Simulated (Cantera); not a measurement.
Feed: 1 mol Si2H6, 22 mol CO2, 0.81 mol H2, at 1575 °C and 188 Torr.

These are equilibrium values from Cantera (NASA tables, ideal gas, pure condensed phases), not measurements of a reactor. Candidate condensed phases: C, C6H6, C7H8, C8H18, H2O, Si, SiC, SiO2; 123 gas species. The feed counts by its element totals alone. The tables hold silica as quartz up to 1696 K and as liquid above; real silica turns to tridymite and cristobalite and melts near 1996 K. Gases not in the tables: Si(OH)4. Kinetics and transport are ignored.

Base state: CO2 0.566, CO 0.286, H2O 0.131, H2 0.0165, H 0.000136, OH 7.95e-5 (mole fractions); condensed: SiO2(condensed).

Task: What changes in the equilibrium state with this change: temperature from 1575 °C to 750 °C?

Result: 
```
species                 before    after
--------------------  --------  -------
CO2                      0.566    0.602
CO                       0.286    0.251
H2O                      0.131   0.0956
H2                      0.0165   0.0520
OH                     7.95e-5    <1e-9
H                     0.000136  1.90e-9
SiO2(condensed), mol      2.00        0
SiO2(β-quartz), mol          0     2.00
```
